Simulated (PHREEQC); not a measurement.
A solution holds 22 mmol/kgw Na2CO3, at 25 °C. Closed to the air; pH follows from the charge balance.

Equilibrium calculation in PHREEQC: ion-association model, phreeqc.dat.

This is a speciation only: nothing precipitates in the calculation.

Task: Order these C species by the share of C that they hold, largest first: CO3-2, HCO3-, NaCO3-.

Result: CO3-2 (70 %), NaCO3- (23 %), HCO3- (6.8 %)

The pH is 11.09 and the ionic strength 0.0542 mol/kgw. Species that the database lacks are ignored.
